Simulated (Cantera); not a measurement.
# Pyrogenic steam for wet oxidation

An isothermal, constant-pressure homogeneous reactor starts with 42.1 % H2, 32.4 % O2, 25.6 % N2, at 1123 K and 25000 Pa.

Model: GRI-Mech 3.0 (53 species, 325 reactions), integrated in Cantera. The temperature is held fixed by assumption; the heat of reaction is taken as removed at once.

```csv
t (s),x H2,x O2,x NO,x H2O2,x O
0.000300,0.0121,0.147,2.37e-6,1.53e-5,0.00213
0.000726,0.00219,0.144,2.38e-6,7.09e-6,0.000189
0.00176,0.000563,0.144,2.33e-6,2.82e-6,3.30e-5
0.00425,0.000122,0.143,2.27e-6,9.34e-7,6.72e-6
0.0103,1.82e-5,0.143,2.27e-6,3.24e-7,1.56e-6
0.0249,1.88e-6,0.143,2.31e-6,1.17e-7,4.45e-7
0.0602,2.63e-7,0.143,2.36e-6,4.44e-8,1.52e-7
0.146,7.90e-8,0.143,2.38e-6,1.78e-8,5.72e-8
0.353,3.01e-8,0.143,2.39e-6,7.40e-9,2.29e-8
0.854,1.31e-8,0.143,2.39e-6,3.23e-9,9.71e-9
2.07,7.68e-9,0.143,2.39e-6,1.64e-9,4.83e-9
5.00,6.59e-9,0.143,2.38e-6,1.20e-9,3.48e-9
```
x: mole fraction; the columns are a selection and need not sum to one.

Equilibrium at this temperature and pressure: H2 6.51e-9, O2 0.143, NO 5.56e-5, H2O2 1.16e-9, O 3.35e-9 (gas phase only).
